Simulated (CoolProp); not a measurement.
Vapour-liquid equilibrium of n-pentane (1) + benzene (2) at 311.4 K; x and y are mole fractions of (1).

Model: multi-fluid Helmholtz-energy mixture model, Thol 2019 and Thol 2012; pair parameters Bell 2016, in CoolProp.

| x | bubble pressure (bar) | y at the bubble point | dew pressure at overall composition x (bar) | liquid density (mol/L) |
|---|---|---|---|---|
| 0.05 | 0.3127 | 0.306 | 0.2376 | 10.84 |
| 0.125 | 0.4194 | 0.516 | 0.2556 | 10.62 |
| 0.2 | 0.5067 | 0.626 | 0.2766 | 10.40 |
| 0.275 | 0.5802 | 0.695 | 0.3012 | 10.18 |
| 0.35 | 0.6442 | 0.745 | 0.3304 | 9.975 |
| 0.425 | 0.7017 | 0.784 | 0.3656 | 9.774 |
| 0.5 | 0.7550 | 0.817 | 0.4088 | 9.579 |
| 0.575 | 0.8057 | 0.847 | 0.4626 | 9.390 |
| 0.65 | 0.8552 | 0.875 | 0.5307 | 9.206 |
| 0.725 | 0.9043 | 0.901 | 0.6175 | 9.029 |
| 0.8 | 0.9538 | 0.927 | 0.7265 | 8.857 |
| 0.875 | 1.004 | 0.954 | 0.8559 | 8.690 |
| 0.95 | 1.056 | 0.981 | 0.9965 | 8.528 |

No azeotrope shows between x = 0.05 and 0.95.

Pair parameters are fitted to limited data, so mixtures are less certain than the pure fluids.
